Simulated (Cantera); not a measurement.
Feed: 1 mol Ta, a varied amount of CO2, 84 mol H2, equilibrated at 1.60 bar.

Cantera equilibrium calculation (NASA polynomials, part measured and part estimated; ideal gas, pure solids and liquids). Candidate condensed phases: C, C6H6, C7H8, C8H18, H2O, Ta, TaC, Ta2O5; 113 gas species. Mutual solubility and eutectic melting of coexisting phases are not modelled. TaC: taken at fixed stoichiometry. Condensed phases not in the tables: Ta2C, N, O or C dissolved in the metal. Equilibrium is a limit: real reactors are often held back by kinetics, nucleation or transport.

Stable condensed phases, one row left out:

```
T in °C \ n(CO2) in mol
         0.67  1.1  1.5  1.9  2.2  2.6    3  3.4  3.8  4.2  4.6    5  5.4
   1927     A    A    A    B    B    B    C    C    C    C    C    C    C
   1727     D    B    B    B    B    B    C    C    C    C    C    C    C
   1627     B    B    B    B    B    B    C    C    C    C    C    C    C
   1527     B    B    B    B    B    B    C    C    C    C    C    C    C
   1427     B    B    B    B    B    B    C    C    C    C    C    C    C
   1327     B    B    B    B    B    B    C    C    C    C    C    C    C
   1227     B    B    B    B    B    B    C    C    C    C    C    C    C
   1127     B    B    B    B    B    B    C    C    C    C    C    C    C
   1027     B    B    B    B    B    C    C    C    C    C    C    C    C
    927     B    B    B    C    C    C    C    C    C    C    C    C    C
    827     B    B    C    C    C    C    C    C    C    C    C    C    C
    727     B    B    C    C    C    C    C    C    C    C    C    C    C
    627     B    B    C    C    C    C    C    C    C    C    C    C    C
```

A: Ta + Ta2O5; B: TaC + Ta2O5; C: Ta2O5; D: Ta + TaC + Ta2O5.

Give the row for 1827 °C.

0.67: Ta + TaC + Ta2O5; 1.1: TaC + Ta2O5; 1.5: TaC + Ta2O5; 1.9: TaC + Ta2O5; 2.2: TaC + Ta2O5; 2.6: TaC + Ta2O5; 3: Ta2O5; 3.4: Ta2O5; 3.8: Ta2O5; 4.2: Ta2O5; 4.6: Ta2O5; 5: Ta2O5; 5.4: Ta2O5.
